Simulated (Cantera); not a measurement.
A closed system holds: 1 mol Si, 2.8 mol HF, 0.11 mol N2, held at 1025 K and 0.135 Torr.

These are equilibrium values from Cantera (NASA tables, ideal gas, pure condensed phases), not measurements of a reactor. Candidate condensed phases: Si, Si3N4; 37 gas species. N2 is the only nitrogen source here; it is nearly inert below about 1500 K, so the nitride shown seldom forms there in practice. Mutual solubility and eutectic melting of coexisting phases are not modelled. The tables' values for SiF3, SiF2 are old estimates; treat these amounts as uncertain. Equilibrium is a limit: real reactors are often held back by kinetics, nucleation or transport.

Base state: H2 0.665, SiF4 0.328, SiHF3 0.00422, SiF3 0.00339, HF 0.000166, SiF2 6.72e-5, SiH2F2 2.85e-5 (mole fractions); condensed: Si(s) + Si3N4(s).

Task: What changes in the equilibrium state with this change: HF from 2.8 to 3.5 mol?

Result: 
| species | before | after |
|---|---|---|
| H2 | 0.665 | 0.659 |
| SiF4 | 0.328 | 0.329 |
| N2 | 2.71e-7 | 0.0101 |
| SiHF3 | 0.00422 | 0.000729 |
| SiH2F2 | 2.85e-5 | 8.46e-7 |
| SiF2 | 6.72e-5 | 2.02e-6 |
| SiF3 | 0.00339 | 0.000587 |
| HF | 0.000166 | 0.000957 |
| Si(s), mol | 0.131 | 0 |
| Si3N4(s), mol | 0.0550 | 0.0416 |
The tables' values for SiF3 are old estimates; treat these amounts as uncertain.

Task: What changes in the equilibrium state with this change: N2 from 0.11 to 0.4 mol?

Result: 
```csv
species,before,after
H2,0.665,0.608
SiF4,0.328,0.303
N2,2.71e-7,0.0869
SiH2F2,2.85e-5,3.66e-7
SiF2,6.72e-5,9.46e-7
SiHF3,0.00422,0.000460
"Si(s), mol",0.131,0
"Si3N4(s), mol",0.0550,0.100
```
The tables' values for SiF3 are old estimates; treat these amounts as uncertain.

Task: What changes in the equilibrium state with this change: N2 from 0.11 to 0.52 mol?

Result: 
```
species         before    after
-------------  -------  -------
H2               0.665    0.578
SiF4             0.328    0.288
N2             2.71e-7    0.132
SiH2F2         2.85e-5  2.95e-7
SiF2           6.72e-5  8.02e-7
Si(s), mol       0.131        0
Si3N4(s), mol   0.0550    0.100
```
The tables' values for SiF3 are old estimates; treat these amounts as uncertain.
